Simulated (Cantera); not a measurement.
Cantera run, input and output.

```python
import numpy as np
import cantera as ct

gas = ct.Solution("gri30.yaml")
gas.TPX = 1575, 7500, {'CH4': 1, 'H2': 37}
reactor = ct.IdealGasConstPressureReactor(gas, energy="off", clone=False)
net = ct.ReactorNet([reactor])
net.rtol, net.atol = 1e-08, 1e-18
show = ['CH4', 'H2', 'C2H6', 'CH3', 'C2H4', 'CH2']
times = np.geomspace(2e-06, 10, 13)

steps = ct.SolutionArray(gas, extra=["t"])
rows = []
print(f"{'t/s':>10s}{'T/K':>9s}{'P/Pa':>11s}" + "".join(f"{s:>11s}" for s in show))
for t in times:
    while net.time < t:
        t_next = net.step()
        steps.append(gas.state, t=t_next)
    rows.append([np.interp(t, steps.t, y) for y in (steps.T, steps.P, *steps(*show).X.T)])
    print(f"{t:10.3e}{rows[-1][0]:9.1f}{rows[-1][1]:11.4g}" + "".join(f"{x:11.3e}" for x in rows[-1][2:]))
rate = np.gradient(steps.T, steps.t)
print("integrator steps:", len(steps.t))
if steps.T.max() > steps.T[0] + 200:
    print(f"time of steepest temperature rise: {steps.t[rate.argmax()]:.4e} s")
gas.TPX = 1575, 7500, {'CH4': 1, 'H2': 37}
gas.equilibrate("TP")
print(f"equilibrium (TP): T = {gas.T:.1f} K  " + "  ".join(f"{s} {gas[s].X[0]:.3e}" for s in show))
```

Result:

```
       t/s      T/K       P/Pa        CH4         H2       C2H6        CH3       C2H4        CH2
 2.000e-06   1575.0       7500  2.632e-02  9.737e-01  2.029e-17  9.532e-09  1.904e-18  3.235e-17
 7.232e-06   1575.0       7500  2.632e-02  9.737e-01  8.760e-16  3.202e-08  1.619e-16  5.060e-16
 2.615e-05   1575.0       7500  2.632e-02  9.737e-01  3.424e-14  1.021e-07  1.295e-14  8.992e-15
 9.457e-05   1575.0       7500  2.632e-02  9.737e-01  1.381e-12  3.423e-07  7.282e-13  1.570e-13
 3.420e-04   1575.0       7500  2.631e-02  9.737e-01  5.926e-11  1.210e-06  3.614e-11  2.320e-12
 1.237e-03   1575.0       7500  2.631e-02  9.737e-01  2.362e-09  4.340e-06  1.744e-09  3.135e-11
 4.472e-03   1575.0       7500  2.630e-02  9.737e-01  6.523e-08  1.545e-05  8.792e-08  4.012e-10
 1.617e-02   1575.0       7500  2.626e-02  9.736e-01  6.721e-07  4.808e-05  3.756e-06  3.859e-09
 5.848e-02   1575.0       7500  2.608e-02  9.736e-01  1.356e-06  7.372e-05  2.210e-05  9.055e-09
 2.115e-01   1575.0       7500  2.542e-02  9.740e-01  1.308e-06  7.253e-05  2.555e-05  8.992e-09
 7.647e-01   1575.0       7500  2.330e-02  9.751e-01  1.112e-06  6.694e-05  3.260e-05  8.375e-09
 2.765e+00   1575.0       7500  1.782e-02  9.779e-01  6.734e-07  5.218e-05  5.210e-05  6.691e-09
 1.000e+01   1575.0       7500  9.551e-03  9.821e-01  2.150e-07  2.889e-05  8.514e-05  3.862e-09
integrator steps: 549
equilibrium (TP): T = 1575.0 K  CH4 3.047e-03  H2 9.855e-01  C2H6 4.237e-08  CH3 9.519e-06  C2H4 1.144e-04  CH2 1.329e-09
```

Model: GRI-Mech 3.0 (53 species, 325 reactions), integrated in Cantera. GRI-Mech 3.0 stops at C3 and has no aromatics, soot or wall deposition, so with more carbon than oxygen in the feed, carbon stays in small species such as C2H2 where larger ones or solid carbon would form.
